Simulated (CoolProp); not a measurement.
Vapour-liquid equilibrium of isobutane (1) + acetone (2) at 710 kPa; x and y are mole fractions of (1).

Model: multi-fluid Helmholtz-energy mixture model, Bücker 2006 and Lemmon 2006; pair parameters Bell 2016, in CoolProp.

| x | bubble temperature (°C) | y at the bubble point | dew temperature at overall composition x (°C) | liquid density (mol/L) |
|---|---|---|---|---|
| 0.05 | 110.4 | 0.316 | 124.7 | 11.42 |
| 0.2 | 78.1 | 0.725 | 117.0 | 11.37 |
| 0.35 | 65.8 | 0.823 | 108.3 | 10.91 |
| 0.5 | 60.8 | 0.859 | 98.2 | 10.34 |
| 0.65 | 57.9 | 0.883 | 85.7 | 9.792 |
| 0.8 | 55.2 | 0.914 | 69.0 | 9.325 |
| 0.95 | 52.4 | 0.970 | 53.2 | 8.963 |

No azeotrope shows between x = 0.05 and 0.95.

The pair parameters rest on a limited set of measurements; away from them the model extrapolates. With so large a gap from Raoult's law the liquid may split in two, which this calculation doesn't test in full.
